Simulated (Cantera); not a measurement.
A freely propagating, adiabatic, planar premixed flame of CH₄ : O₂ : N₂ = 1 : 1.67 : 6.27 (molar parts), unburnt at 550 K and 6.60 bar; mixture-averaged transport, grid criteria slope 0.08 and curve 0.16, no radiation.

Computed with Cantera and GRI-Mech 3.0 (53 species, 325 reactions). Burning velocities carry a grid error of a few per cent, more on coarse grids.

### Question
How do the results move with these cheaper or finer settings: unity-Lewis-number transport; multicomponent transport; multicomponent+Soret transport; grid criteria slope 0.5, curve 1; grid criteria slope 0.25, curve 0.5; grid criteria slope 0.03, curve 0.06?

### Answer
```json
[
 {"setting": "as above", "laminar burning velocity": "47.0 cm/s", "thermal thickness": "0.0985 mm", "peak x(H₂)": "0.0291", "peak x(OH)": "0.00397", "grid points": "144"},
 {"setting": "unity-Lewis-number transport", "laminar burning velocity": "32.1 cm/s", "thermal thickness": "0.127 mm", "peak x(H₂)": "0.0287", "peak x(OH)": "0.00433", "grid points": "148"},
 {"setting": "multicomponent transport", "laminar burning velocity": "47.2 cm/s", "thermal thickness": "0.1000 mm", "peak x(H₂)": "0.0292", "peak x(OH)": "0.00396", "grid points": "145"},
 {"setting": "multicomponent+Soret transport", "laminar burning velocity": "47.2 cm/s", "thermal thickness": "0.0989 mm", "peak x(H₂)": "0.0279", "peak x(OH)": "0.00412", "grid points": "146"},
 {"setting": "grid criteria slope 0.5, curve 1", "laminar burning velocity": "52.9 cm/s", "thermal thickness": "0.108 mm", "peak x(H₂)": "0.0293", "peak x(OH)": "0.00417", "grid points": "34"},
 {"setting": "grid criteria slope 0.25, curve 0.5", "laminar burning velocity": "48.5 cm/s", "thermal thickness": "0.102 mm", "peak x(H₂)": "0.0290", "peak x(OH)": "0.00403", "grid points": "58"},
 {"setting": "grid criteria slope 0.03, curve 0.06", "laminar burning velocity": "46.0 cm/s", "thermal thickness": "0.0980 mm", "peak x(H₂)": "0.0289", "peak x(OH)": "0.00393", "grid points": "324"}
]
```
The base run took very roughly 9 core-seconds.
Unity Lewis numbers drop preferential diffusion, which matters most where H2 and H carry the flame; Soret adds thermal diffusion.
